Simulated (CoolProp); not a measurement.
Vapour-liquid equilibrium of propane (1) + dimethyl ether (2) at 234.1 K; x and y are mole fractions of (1).

Values from CoolProp's multi-fluid Helmholtz-energy mixture model, Lemmon 2009 and Wu 2011; pair parameters Bell 2016.

```json
[
 {"x": "0.05", "bubble pressure (kPa)": "61.01", "y at the bubble point": "0.184", "dew pressure at overall composition x (kPa)": "54.28", "liquid density (mol/L)": "16.17"},
 {"x": "0.125", "bubble pressure (kPa)": "71.95", "y at the bubble point": "0.353", "dew pressure at overall composition x (kPa)": "57.88", "liquid density (mol/L)": "15.86"},
 {"x": "0.2", "bubble pressure (kPa)": "80.61", "y at the bubble point": "0.461", "dew pressure at overall composition x (kPa)": "61.93", "liquid density (mol/L)": "15.56"},
 {"x": "0.275", "bubble pressure (kPa)": "87.55", "y at the bubble point": "0.536", "dew pressure at overall composition x (kPa)": "66.52", "liquid density (mol/L)": "15.28"},
 {"x": "0.35", "bubble pressure (kPa)": "93.20", "y at the bubble point": "0.594", "dew pressure at overall composition x (kPa)": "71.71", "liquid density (mol/L)": "15.00"},
 {"x": "0.425", "bubble pressure (kPa)": "97.87", "y at the bubble point": "0.642", "dew pressure at overall composition x (kPa)": "77.59", "liquid density (mol/L)": "14.74"},
 {"x": "0.5", "bubble pressure (kPa)": "101.8", "y at the bubble point": "0.685", "dew pressure at overall composition x (kPa)": "84.15", "liquid density (mol/L)": "14.49"},
 {"x": "0.575", "bubble pressure (kPa)": "105.2", "y at the bubble point": "0.724", "dew pressure at overall composition x (kPa)": "91.29", "liquid density (mol/L)": "14.25"},
 {"x": "0.65", "bubble pressure (kPa)": "108.1", "y at the bubble point": "0.762", "dew pressure at overall composition x (kPa)": "98.60", "liquid density (mol/L)": "14.02"},
 {"x": "0.725", "bubble pressure (kPa)": "110.7", "y at the bubble point": "0.802", "dew pressure at overall composition x (kPa)": "105.3", "liquid density (mol/L)": "13.80"},
 {"x": "0.8", "bubble pressure (kPa)": "112.8", "y at the bubble point": "0.846", "dew pressure at overall composition x (kPa)": "110.5", "liquid density (mol/L)": "13.59"},
 {"x": "0.875", "bubble pressure (kPa)": "114.5", "y at the bubble point": "0.895", "dew pressure at overall composition x (kPa)": "113.9", "liquid density (mol/L)": "13.40"},
 {"x": "0.95", "bubble pressure (kPa)": "115.5", "y at the bubble point": "0.954", "dew pressure at overall composition x (kPa)": "115.5", "liquid density (mol/L)": "13.21"}
]
```

No azeotrope shows between x = 0.05 and 0.95.

The pair parameters rest on a limited set of measurements; away from them the model extrapolates.
